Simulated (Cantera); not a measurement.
What does this Cantera script print?

```python
import numpy as np
import cantera as ct

gas = ct.Solution("gri30.yaml")
gas.TPX = 1025, 89000, {'C2H6': 1, 'H2': 91}
inlet = ct.Reservoir(gas, clone=True)

reactor = ct.IdealGasConstPressureReactor(gas, energy="off", clone=False)
exhaust = ct.Reservoir(gas, clone=True)
tau = [0.85, 0.41, 0.2, 0.095, 0.046, 0.022, 0.011, 0.0051, 0.0025, 0.0012][0]
for a, b in ((inlet, reactor), (reactor, exhaust)):
    ct.MassFlowController(a, b, mdot=lambda t: reactor.mass / tau)
net = ct.ReactorNet([reactor])
show = ['C2H6', 'H2', 'C2H', 'CH4', 'C2H2', 'H', 'C2H4']

rows = []
print(f"{'tau/s':>10s}{'T/K':>9s}" + "".join(f"{s:>11s}" for s in show))
for tau in [0.85, 0.41, 0.2, 0.095, 0.046, 0.022, 0.011, 0.0051, 0.0025, 0.0012]:
    net.initial_time = 0.0
    net.advance(30 * tau)
    before = gas.X
    net.advance(40 * tau)
    drift = np.max(np.abs(gas.X - before) / (gas.X + 1e-9))
    rows.append([gas.T, *gas[show].X, drift])
    print(f"{tau:10.3e}{gas.T:9.1f}" + "".join(f"{x:11.3e}" for x in gas[show].X))
```

Output:

```
     tau/s      T/K       C2H6         H2        C2H        CH4       C2H2          H       C2H4
 8.500e-01   1025.0  8.320e-03  9.890e-01  1.046e-17  3.063e-04  3.039e-06  1.410e-07  2.367e-03
 4.100e-01   1025.0  9.118e-03  9.891e-01  4.418e-18  1.602e-04  1.257e-06  1.440e-07  1.652e-03
 2.000e-01   1025.0  9.796e-03  9.891e-01  1.503e-18  8.208e-05  4.244e-07  1.451e-07  1.021e-03
 9.500e-02   1025.0  1.029e-02  9.891e-01  3.972e-19  3.901e-05  1.137e-07  1.431e-07  5.503e-04
 4.600e-02   1025.0  1.058e-02  9.891e-01  8.903e-20  1.762e-05  2.679e-08  1.361e-07  2.732e-04
 2.200e-02   1025.0  1.074e-02  9.891e-01  1.517e-20  7.018e-06  5.128e-09  1.211e-07  1.209e-04
 1.100e-02   1025.0  1.082e-02  9.891e-01  2.018e-21  2.520e-06  8.500e-10  9.723e-08  4.940e-05
 5.100e-03   1025.0  1.085e-02  9.891e-01  1.199e-22  6.795e-07  7.811e-11  6.285e-08  1.493e-05
 2.500e-03   1025.0  1.087e-02  9.891e-01  5.174e-24  2.142e-07  6.032e-12  3.513e-08  4.091e-06
 1.200e-03   1025.0  1.087e-02  9.891e-01  1.586e-25  8.326e-08  3.687e-13  1.762e-08  9.782e-07
```

Model: GRI-Mech 3.0 (53 species, 325 reactions), integrated in Cantera. GRI-Mech 3.0 stops at C3 and has no aromatics, soot or wall deposition, so with more carbon than oxygen in the feed, carbon stays in small species such as C2H2 where larger ones or solid carbon would form.
